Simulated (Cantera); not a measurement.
Input: 1 mol (CH₃)₂SiCl₂, 0.19 mol C₃H₈, 400 mol H₂, equilibrated at 1752 °C and 0.100 bar.

Equilibrium computed with Cantera from the NASA thermochemical tables; the gas is ideal and each condensed phase is pure. Candidate condensed phases: C, C₆H₆, C₇H₈, C₈H₁₈, Si, SiC; 109 gas species. The feed counts by its element totals alone. Rates play no part.

Base state: H₂ 0.988, H 0.00605, HCl 0.00490, C₂H₂ (acetylene) 0.000894, CH₄ 3.88e-5, Si 3.50e-5, Cl 2.23e-5 (mole fractions); condensed: C(graphite) + SiC(s).

### Question
What changes in the equilibrium state with this change: temperature from 1752 °C to 1527 °C?

### Answer
| species | before | after |
|---|---|---|
| H₂ | 0.988 | 0.994 |
| HCl | 0.00490 | 0.00493 |
| H | 0.00605 | 0.00113 |
| C₂H₂ (acetylene) | 0.000894 | 0.000174 |
| Si | 3.50e-5 | 7.65e-7 |
| Cl | 2.23e-5 | 4.29e-6 |
| CH₄ | 3.88e-5 | 7.60e-5 |
| C(graphite), mol | 0.847 | 1.40 |
| SiC(s), mol | 0.976 | 0.998 |
